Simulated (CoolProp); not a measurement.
2000 sccm (0 °C, 1 atm) of nitrogen bubbles through liquid toluene at 326.9 K and leaves saturated at a total pressure of 0.068 MPa (ideal gas phase). Each further row changes one setting.

Computed with CoolProp (reference Helmholtz-energy equation of state, Lemmon 2006). It is a short technical equation, of lower accuracy than the large ones.

| case | vapour pressure (kPa) | mole fraction of vapour | delivery (mg/min) | delivery (sccm) | change of delivery for a bath 1 K warmer (%) |
|---|---|---|---|---|---|
| as stated | 14.4 | 0.212 | 2210 | 537 | 5.4 |
| bath temperature 331.9 K | 17.6 | 0.259 | 2880 | 701 | 5.6 |
| total pressure 0.136 MPa | 14.4 | 0.106 | 973 | 237 | 4.7 |
